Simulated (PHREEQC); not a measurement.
Solution (80 °C): 0.82 mol KOH and 1.3 mol NaCl per kg of water. Closed to the air; pH follows from the charge balance.

All values are PHREEQC results (Pitzer model, pitzer.dat), not measurements.

Precipitation was switched off in this run.

Predict the pH, osmotic coefficient, activity of water.

pH 12.34; osmotic coefficient 0.968; activity of water 0.929.

In brines, pH and single-ion activities rest on the MacInnes convention. Away from 25 °C the constants follow the database's enthalpies or fits; those with neither stay at their 25 °C values.
